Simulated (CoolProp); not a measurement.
Saturation properties of n-dodecane.

Model: reference Helmholtz-energy equation of state, Lemmon 2004, in CoolProp. It is a short technical equation, of lower accuracy than the large ones.

| T (K) | p (bar) | vapour viscosity (µPa s) | liquid conductivity (mW/(m K)) |
|---|---|---|---|
| 526.4 | 2.267 | 7.99 | 88.0 |
| 539.9 | 2.946 | 8.21 | 85.5 |
| 553.4 | 3.772 | 8.44 | 82.9 |
| 566.9 | 4.766 | 8.68 | 80.4 |
| 580.3 | 5.944 | 8.95 | 78.0 |
| 593.8 | 7.346 | 9.25 | 75.6 |
| 607.3 | 8.996 | 9.61 | 73.3 |

It boils at 489.4 K under 1 atm.

Viscosity comes from a separate model (Huber 2004). Thermal conductivity comes from a separate model (Huber 2004).
